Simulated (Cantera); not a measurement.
An isothermal, constant-pressure homogeneous reactor starts with C2H6 : N2 = 1 : 76 (molar parts), at 1950 K and 0.0470 bar.

Detailed kinetics in Cantera: GRI-Mech 3.0 (53 species, 325 reactions). GRI-Mech 3.0 stops at C3 and has no aromatics, soot or wall deposition, so with more carbon than oxygen in the feed, carbon stays in small species such as C2H2 where larger ones or solid carbon would form. Radical loss at walls, strong at low pressure, is not modelled.

Q: Predict: x(H) at 90.0 s; x(CH4) at 90.0 s; x(CH3) at 90.0 s; x(CH2) at 90.0 s; x(C2H2) at 90.0 s; x(HCN) at 90.0 s.

A: 
```
Property                                               Value
-----------------  -----------------------------------------
x(H) at 90.0 s     0.000840 (gas-phase equilibrium 0.000840)
x(CH4) at 90.0 s     8.10e-8 (gas-phase equilibrium 1.34e-7)
x(CH3) at 90.0 s     5.42e-8 (gas-phase equilibrium 8.95e-8)
x(CH2) at 90.0 s     2.30e-9 (gas-phase equilibrium 3.79e-9)
x(C2H2) at 90.0 s     0.0125 (gas-phase equilibrium 0.00122)
x(HCN) at 90.0 s     0.000282 (gas-phase equilibrium 0.0228)
```
